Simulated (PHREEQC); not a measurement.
Consider water at 25 °C with 0.038 mol/kgw FeSO4, 0.0001 mol/kgw CuCl2, 4.6e-05 mol/kgw HCl and 0.0044 mol/kgw Na2SO4. Closed to the air; pH follows from the charge balance.

Computed with PHREEQC (ion-association model, wateq4f.dat).

```
quantity                        before     after
------------------------------  ------  --------
pH                                4.75      5.45
ionic strength (mol/kgw)         0.103    0.0135
SO4-2 (mol/kgw)                 0.0266   0.00347
Fe+2 (mol/kgw)                  0.0227   0.00304
FeSO4 (mol/kgw)                 0.0153  0.000758
SI of Melanterite (FeSO4:7H2O)   -1.85     -3.16
SI of Tenorite (CuO)             -2.78     -2.03
```

Question: Name the change that produced these shifts.
A) FeSO4 from 0.038 to 0.0342 mol/kgw
B) diluted 10-fold with water
C) 0.001 mol/kgw KCl added
D) diluted 100-fold with water

Answer: B, diluted 10-fold with water

No solid was allowed to form.
